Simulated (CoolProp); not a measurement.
Vapour-liquid equilibrium of CHF3 (R23) (1) + R134a (2) at -19.95 °C; x and y are mole fractions of (1).

Computed with CoolProp (multi-fluid Helmholtz-energy mixture model, Penoncello 2003 and Tillner-Roth 1994; pair parameters Bell 2016).

Task: Give the bubble pressure and the first vapour's composition at x = 0.2, 0.35, 0.65. Is there an azeotrope?

Result: x = 0.2: 348.2 kPa, y = 0.668; x = 0.35: 517.7 kPa, y = 0.807; x = 0.65: 889.6 kPa, y = 0.930. No azeotrope shows between x = 0.05 and 0.95.

The pair parameters rest on a limited set of measurements; away from them the model extrapolates.
